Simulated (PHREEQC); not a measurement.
Make-up at 30 °C: 0.3 mol NaH2PO4, 0.047 mol K2HPO4 and 0.017 mol ZnSO4 per kg of water. Closed to the air; pH follows from the charge balance.

Equilibrium calculation in PHREEQC: ion-association model, wateq4f.dat.

* **pH**: 5.82
* **ionic strength**: 0.479 mol/kgw
* **activity of water**: 0.987
* **total alkalinity**: 47.0 meq/kg

```
species     molality  activity   log γ
----------  --------  --------  ------
H2PO4-         0.300     0.208  -0.160
Na+            0.292     0.206  -0.150
K+            0.0912    0.0587  -0.191
HPO4-2        0.0405   0.00875  -0.666
Zn+2          0.0151   0.00378  -0.602
SO4-2         0.0103   0.00214  -0.685
NaHPO4-      0.00508   0.00352  -0.160
NaSO4-       0.00329   0.00228  -0.160
ZnSO4        0.00176   0.00197   0.048
KHPO4-       0.00145   0.00100  -0.160
KSO4-        0.00139  0.000960  -0.160
Zn(SO4)2-2  0.000116   3.28e-5  -0.546
H3PO4        4.40e-5   4.91e-5   0.048
ZnOH+        5.37e-6   3.92e-6  -0.137
H+           1.98e-6   1.51e-6  -0.117
HSO4-        5.27e-7   3.51e-7  -0.176
```

Precipitation was switched off in this run. Examples of supersaturated solids here: Zn3(PO4)2:4w. Others may be too. H3PO4, which wateq4f.dat lacks, is added to it with the constant of phreeqc.dat. The database has no phosphate complexes of Zn.
